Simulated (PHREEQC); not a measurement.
Consider water at 25 °C with 0.0041 mol/kgw HCl and 0.035 mol/kgw CuSO4. Closed to the air; pH follows from the charge balance.

Model: ion-association model, wateq4f.dat, run in PHREEQC.

| quantity | before | after |
|---|---|---|
| pH | 2.72 | 3.73 |
| ionic strength (mol/kgw) | 0.0857 | 0.0830 |

Question: Name the change that produced these shifts.
A) CuSO4 left out
B) HCl from 0.0041 to 0.00041 mol/kgw
C) CuSO4 replaced by Rb2SO4 at the same molality
D) CuSO4 from 0.035 to 0.007 mol/kgw
E) temperature from 25 to 40 °C

Answer: B, HCl from 0.0041 to 0.00041 mol/kgw

No solid was allowed to form.
